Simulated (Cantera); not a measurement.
An isothermal, constant-pressure homogeneous reactor starts with CH4 : N2 = 1 : 100 (molar parts), at 1500 K and 3.00 Torr. Integrator tolerance rtol = 1e-08.

Computed with Cantera and GRI-Mech 3.0 (53 species, 325 reactions). GRI-Mech 3.0 stops at C3 and has no aromatics, soot or wall deposition, so with more carbon than oxygen in the feed, carbon stays in small species such as C2H2 where larger ones or solid carbon would form. Radical loss at walls, strong at low pressure, is not modelled.

```csv
quantity,before,after
x(CH4) at 7.00 s,0.00847 (gas-phase equilibrium 1.12e-7),0.00990 (gas-phase equilibrium 3.54e-5)
x(CH2) at 7.00 s,5.15e-8 (gas-phase equilibrium 1.01e-11),<1e-12 (gas-phase equilibrium <1e-12)
x(C2H2) at 7.00 s,0.000366 (gas-phase equilibrium 0.000348),<1e-12 (gas-phase equilibrium 0.000705)
x(H) at 7.00 s,1.81e-6 (gas-phase equilibrium 3.40e-5),2.12e-12 (gas-phase equilibrium 8.56e-8)
x(CH3) at 7.00 s,0.000119 (gas-phase equilibrium 5.26e-9),5.68e-9 (gas-phase equilibrium 3.83e-9)
```

Q: Which change was made?
(A) temperature 1500 to 1125 K
(B) temperature 1500 to 1798 K
(C) pressure from 3.00 Torr to 82.5 Torr
(D) pressure from 3.00 Torr to 1.70 bar

A: A, temperature 1500 to 1125 K
